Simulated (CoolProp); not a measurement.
Properties of acetone along the isobar 1.01 bar (Tc = 508.1 K, pc = 46.92 bar, ω = 0.307).

The numbers come from the reference Helmholtz-energy equation of state, Lemmon 2006 in CoolProp. It is a short technical equation, of lower accuracy than the large ones.

```tsv
T (K)	phase	density (kg/m³)	cp (kJ/(kg K))	fugacity coefficient
234.1	liquid	853.9	2.029	0.007691
258.7	liquid	827.7	2.063	0.04052
283.3	liquid	801.1	2.109	0.1520
308	liquid	773.6	2.168	0.4442
332.6	gas	2.231	1.562	0.9533
357.2	gas	2.046	1.563	0.9665
381.8	gas	1.897	1.597	0.9749
406.4	gas	1.771	1.648	0.9806
431.1	gas	1.663	1.706	0.9846
455.7	gas	1.568	1.766	0.9875
480.3	gas	1.484	1.828	0.9896
```
